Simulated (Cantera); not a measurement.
Charge: 1 mol SiCl₄, 26 mol N₂O, 0.93 mol H₂, held at 1073.15 K and 100 Torr.

Cantera equilibrium calculation (NASA polynomials, part measured and part estimated; ideal gas, pure solids and liquids). Candidate condensed phases: H₂O, NH₄Cl, Si, SiO₂, Si₂N₂O, Si₃N₄; 47 gas species. Kinetics and transport are ignored.

Base state: N₂ 0.636, O₂ 0.292, HCl 0.0407, Cl₂ 0.0283, H₂O 0.00240, Cl 0.000497, NO 7.01e-5 (mole fractions); condensed: SiO₂(β-quartz).

What changes in the equilibrium state with this change: temperature from 1073.15 K to 1400 K?


```csv
species,before,after
N₂,0.636,0.632
O₂,0.292,0.291
HCl,0.0407,0.0436
Cl,0.000497,0.0113
Cl₂,0.0283,0.0211
ClO,5.06e-6,6.27e-5
NO,7.01e-5,0.000763
H₂O,0.00240,0.000781
"SiO₂(β-quartz), mol",1.00,1.00
```
The tables hold silica as quartz up to 1696 K and as liquid above; real silica turns to tridymite and cristobalite and melts near 1996 K.
